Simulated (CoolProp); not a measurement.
Vapour-liquid equilibrium of ammonia (1) + n-butane (2) at 335.2 K; x and y are mole fractions of (1).

Values from CoolProp's multi-fluid Helmholtz-energy mixture model, Gao 2020 and Bücker 2006; pair parameters Bell 2016.

Question: Give the bubble pressure and the first vapour's composition at x = 0.2, 0.875, 0.95. Is there an azeotrope?

Answer: x = 0.2: 22.06 bar, y = 0.670; x = 0.875: 30.99 bar, y = 0.833; x = 0.95: 29.71 bar, y = 0.902. y crosses x between x = 0.8 and 0.875: the model has an azeotrope there.

Pair parameters are fitted to limited data, so mixtures are less certain than the pure fluids. With so large a gap from Raoult's law the liquid may split in two, which this calculation doesn't test in full.
